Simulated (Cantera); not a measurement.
Mixture: H₂ : O₂ : N₂ = 1 : 0.263 : 0.989 (molar parts), equivalence ratio 1.9, at 10.0 bar, adiabatic and at constant volume. Ignition delay is the time to a rise of 400 K.

Detailed kinetics in Cantera: GRI-Mech 3.0 (53 species, 325 reactions). The hydrogen kinetics of GRI-Mech 3.0 are dated; newer H2 mechanisms differ, most at raised pressure.

Question: What does this change do: O2 0.263 to 0.081 parts?

Answer: 
| quantity | before | after |
|---|---|---|
| delay at 1025 K | 3.51 ms | 3.72 ms |
| delay at 1225 K | 27.6 µs | 43.4 µs |
| delay at 1425 K | 2.12 µs | 5.82 µs |
| delay at 1625 K | 0.980 µs | 3.27 µs |
Where the delays flatten at high temperature, the 400 K rule measures the pace of heat release, not the induction time.

Question: What does this change do: 0.023 parts NO added?

Answer: 
| quantity | before | after |
|---|---|---|
| delay at 1025 K | 3.51 ms | 40.5 µs |
| delay at 1225 K | 27.6 µs | 6.59 µs |
| delay at 1425 K | 2.12 µs | 1.99 µs |
| delay at 1625 K | 0.980 µs | 0.969 µs |
| apparent activation energy between 1525 and 1725 K | 65 kJ/mol | 63 kJ/mol |
The mechanism lacks 2 NO + O2 → 2 NO2 and HONO, so NO2 and the effect of NO are under-described below about 1400 K.
